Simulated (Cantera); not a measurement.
A closed system holds: 1 mol B₂H₆, 86 mol H₂, held at 133 Pa.

Cantera equilibrium calculation (NASA polynomials, part measured and part estimated; ideal gas, pure solids and liquids). Candidate condensed phases: B; 7 gas species. The feed counts by its element totals alone. The tables' values for BH₂ are old estimates; treat these amounts as uncertain. Rates play no part.

x: gas mole fraction; n: condensed amount in mol.

| T (K) | x H₂ | x H | x B | x BH₂ | n B(s) |
|---|---|---|---|---|---|
| 1425 | 1.000 | 0.000187 | 1.38e-10 | 4.36e-6 | 2.00 |
| 1575 | 0.999 | ? | ? | 2.07e-5 | 2.00 |
| 1725 | 0.995 | ? | ? | 7.41e-5 | 1.99 |
| 1875 | 0.982 | 0.0178 | 1.08e-5 | 0.000213 | 1.98 |
| 2025 | 0.948 | 0.0513 | 0.000151 | 0.000511 | 1.94 |
| 2175 | 0.873 | 0.125 | 0.00145 | 0.00103 | 1.76 |
| 2325 | 0.730 | 0.257 | 0.0104 | 0.00169 | 0.726 |

### Question
What belongs in the gaps?

### Answer

- 1575, x H: 0.00114
- 1575, x B: 1.22e-8
- 1725, x H: 0.00507
- 1725, x B: 4.90e-7
